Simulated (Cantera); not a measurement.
## Chlorosilane synthesis and conversion: Si + HCl + H2

Feed: 1 mol Si, 1.4 mol HCl, 3.9 mol H2, at 23.0 bar.

Method: chemical equilibrium by Gibbs-energy minimisation in Cantera with the NASA 1993 tables (ideal gas, pure condensed phases). Candidate condensed phases: Si; 19 gas species. The tables' values for SiCl3 are old estimates; treat these amounts as uncertain. Gases not in the tables: Si2H6 and higher silanes. Kinetics and transport are ignored.

From 573 K to 1223 K the condensed part is Si(s). The main Si-bearing gas is SiHCl3 throughout.

```
T (K)   x H2  x SiHCl3  x SiCl4     x HCl  n Si(s)
-----  -----  --------  -------  --------  -------
573    0.911    0.0559   0.0273   6.29e-6    0.569
623    0.911    0.0550   0.0277   2.13e-5    0.568
673    0.911    0.0541   0.0281   5.99e-5    0.568
723    0.911    0.0532   0.0285  0.000146    0.568
773    0.911    0.0524   0.0288  0.000315    0.568
823    0.911    0.0516   0.0291  0.000620    0.568
873    0.910    0.0509   0.0294   0.00113    0.569
923    0.910    0.0501   0.0295   0.00191    0.570
973    0.909    0.0493   0.0296   0.00307    0.571
1023   0.908    0.0484   0.0296   0.00470    0.573
1073   0.906    0.0475   0.0295   0.00689    0.576
1123   0.904    0.0464   0.0292   0.00975    0.580
1173   0.902    0.0451   0.0286    0.0133    0.585
1223   0.899    0.0436   0.0279    0.0177    0.590
```
x: gas mole fraction; n: condensed amount in mol.
